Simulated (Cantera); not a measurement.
What does this Cantera script print?

```python
import numpy as np
import cantera as ct

gas_names = [...]  # 95 gases of nasa_gas.yaml made of C, F, H
cond_names = """
    C(gr) C6H6(L) C7H8(L) C8H18(L),n-octa
""".split()


# ... load() reads the species with a 1 bar reference pressure and builds the phases ...
atoms = {
    'CHF3': {'C': 1, 'H': 1, 'F': 3},
    'H2': {'H': 2},
}
top_T = {'C(gr)': 4500}  # K; cautious upper limits of use, not melting points


# ... equilibrate(T, P, feed) seeds the gas with the atoms and calls Mixture.equilibrate('TP', solver="vcs", rtol=1e-11, max_steps=5000) ...
results = []
T = 1850  # K
P = 2  # Pa
for m in [0.19, 0.23, 0.28, 0.35, 0.43, 0.53, 0.65, 0.8, 0.99]:
    feed = {'CHF3': 1, 'H2': m}  # mol
    mix = equilibrate(T, P, feed)
    results.append((T, P, feed, dict(zip(mix.species_names, mix.species_moles))))
    x = sorted(zip(gas.X, gas.species_names), reverse=True)
    print(f"T = {T:g} K  P = {P:g} Pa  n(H2) = {m:g} mol  gas = {mix.phase_moles(0):.4g} mol")
    print("   x: " + "  ".join(f"{s} {v:.3e}" for v, s in x if v > 0.001))
    print("   condensed (mol): " + ("  ".join(f"{mix.phase(i).name} {mix.phase_moles(i):.4g}"
          for i in range(1, mix.n_phases) if mix.phase_moles(i) > 1e-12) or "none"))
```

It prints:

```
T = 1850 K  P = 2 Pa  n(H2) = 0.19 mol  gas = 2.533 mol
   x: HF 5.447e-01  F 3.232e-01  CF2 1.045e-01  CF4 2.594e-02
   condensed (mol): C(gr) 0.6654
T = 1850 K  P = 2 Pa  n(H2) = 0.23 mol  gas = 2.573 mol
   x: HF 5.674e-01  F 3.115e-01  CF2 9.713e-02  CF4 2.240e-02
   condensed (mol): C(gr) 0.6886
T = 1850 K  P = 2 Pa  n(H2) = 0.28 mol  gas = 2.62 mol
   x: HF 5.953e-01  F 2.968e-01  CF2 8.813e-02  CF4 1.844e-02
   condensed (mol): C(gr) 0.7172
T = 1850 K  P = 2 Pa  n(H2) = 0.35 mol  gas = 2.683 mol
   x: HF 6.337e-01  F 2.755e-01  CF2 7.597e-02  CF4 1.370e-02
   condensed (mol): C(gr) 0.7563
T = 1850 K  P = 2 Pa  n(H2) = 0.43 mol  gas = 2.748 mol
   x: HF 6.767e-01  F 2.503e-01  CF2 6.269e-02  CF4 9.329e-03
   condensed (mol): C(gr) 0.7994
T = 1850 K  P = 2 Pa  n(H2) = 0.53 mol  gas = 2.821 mol
   x: HF 7.302e-01  F 2.168e-01  CF2 4.704e-02  CF4 5.253e-03
   condensed (mol): C(gr) 0.8504
T = 1850 K  P = 2 Pa  n(H2) = 0.65 mol  gas = 2.894 mol
   x: HF 7.947e-01  F 1.728e-01  CF2 2.989e-02  CF4 2.121e-03
   condensed (mol): C(gr) 0.9059
T = 1850 K  P = 2 Pa  n(H2) = 0.8 mol  gas = 2.961 mol
   x: HF 8.780e-01  F 1.094e-01  CF2 1.198e-02
   condensed (mol): C(gr) 0.9627
T = 1850 K  P = 2 Pa  n(H2) = 0.99 mol  gas = 3.001 mol
   x: HF 9.925e-01  F 7.014e-03
   condensed (mol): C(gr) 0.9998
```

These are equilibrium values from Cantera (NASA tables, ideal gas, pure condensed phases), not measurements of a reactor. Gases not in the tables: C2F6 and larger saturated fluorocarbons.
